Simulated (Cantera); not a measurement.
A closed system holds: 1 mol MgO, 3.4 mol CH4, 0.068 mol CO, held at 13300 Pa.

These are equilibrium values from Cantera (NASA tables, ideal gas, pure condensed phases), not measurements of a reactor. Candidate condensed phases: C, C6H6, C7H8, C8H18, H2O, Mg, MgCO3, MgO, Mg(OH)2; 116 gas species. The tables' values for MgH are old estimates; treat these amounts as uncertain. The numbers say what is thermodynamically allowed, not how fast it happens. All values below are at 1573 K.

Base state: H2 0.962, CO 0.0236, Mg 0.0139, CH4 0.000226, H 0.000109, MgH 5.55e-5, C2H2 (acetylene) 1.99e-5 (mole fractions); condensed: C(graphite) + MgO(s).

Task: What changes in the equilibrium state with this change: CO from 0.068 to 0.87 mol?

Result: 
```csv
species,before,after
H2,0.962,0.881
CO,0.0236,0.116
Mg,0.0139,0.00284
MgH,5.55e-5,1.08e-5
H2O,3.15e-6,1.41e-5
CH4,0.000226,0.000190
C2H2 (acetylene),1.99e-5,1.82e-5
H,0.000109,0.000105
"C(graphite), mol",3.30,3.38
"MgO(s), mol",0.901,0.978
```
